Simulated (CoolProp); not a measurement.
Vapour-liquid equilibrium of benzene (1) + cyclohexane (2) at 426.8 K; x and y are mole fractions of (1).

Computed with CoolProp (multi-fluid Helmholtz-energy mixture model, Thol 2012 and Zhou 2014; pair parameters Bell 2016).

Give the bubble pressure and the first vapour's composition at x = 0.15, 0.55, 0.85. Is there an azeotrope?

x = 0.15: 622.3 kPa, y = 0.179; x = 0.55: 658.2 kPa, y = 0.558; x = 0.85: 648.0 kPa, y = 0.832. y crosses x between x = 0.55 and 0.65: the model has an azeotrope there.

The pair parameters rest on a limited set of measurements; away from them the model extrapolates.
